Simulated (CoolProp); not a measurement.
Methane at 328.38 K and 15.1 MPa flows at 0.23 m/s in a round tube of 50 mm bore and 0.25 µm roughness, fully developed (64/Re and Nu = 3.66 if laminar; Colebrook and Gnielinski if turbulent). Each further row changes one setting.

The numbers come from the reference Helmholtz-energy equation of state, Setzmann 1991 in CoolProp.

| case | Reynolds number | Darcy friction factor | pressure drop (Pa/m) | heat-transfer coefficient (W/(m² K)) | mass flow (kg/h) |
|---|---|---|---|---|---|
| as stated | 71700 | 0.0193 | 1.03 | 175 | 163 |
| velocity 0.46 m/s | 143000 | 0.0167 | 3.55 | 306 | 326 |
| diameter 100 mm | 143000 | 0.0167 | 0.444 | 153 | 653 |

Viscosity comes from a separate model (Quiñones-Cisneros 2006). Thermal conductivity comes from a separate model (Friend 1989).
